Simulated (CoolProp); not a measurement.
Vapour-liquid equilibrium of hydrogen chloride (1) + propane (2) at 267 K; x and y are mole fractions of (1).

Model: multi-fluid Helmholtz-energy mixture model, Thol 2018 and Lemmon 2009; pair parameters Bell 2016, in CoolProp.

### Question
Give the bubble pressure and the first vapour's composition at x = 0.575, 0.875, 0.95. Is there an azeotrope?

### Answer
x = 0.575: 1.691 MPa, y = 0.831; x = 0.875: 2.055 MPa, y = 0.934; x = 0.95: 2.142 MPa, y = 0.971. No azeotrope shows between x = 0.05 and 0.95.

The pair parameters rest on a limited set of measurements; away from them the model extrapolates.
